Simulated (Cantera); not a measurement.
Charge: 1 mol CF₄, 0.088 mol H₂, 0.092 mol F₂, held at 525 Torr.

These are equilibrium values from Cantera (NASA tables, ideal gas, pure condensed phases), not measurements of a reactor. Candidate condensed phases: C, C₆H₆, C₇H₈, C₈H₁₈; 95 gas species. Gases not in the tables: C₂F₆ and larger saturated fluorocarbons. Rates play no part. All values below are at 1223 K.

Base state: CF₄ 0.845, HF 0.149, F 0.00659, F₂ 8.40e-5 (mole fractions); condensed: gas only.

What changes in the equilibrium state with this change: F₂ from 0.092 to 0.044 mol?


```json
[
 {"species": "CF₄", "before": "0.845", "after": "0.847"},
 {"species": "HF", "before": "0.149", "after": "0.153"},
 {"species": "F", "before": "0.00659", "after": "7.90e-9"},
 {"species": "F₂", "before": "8.40e-5", "after": "<1e-9"},
 {"species": "C(graphite), mol", "before": "0", "after": "0.0220"}
]
```
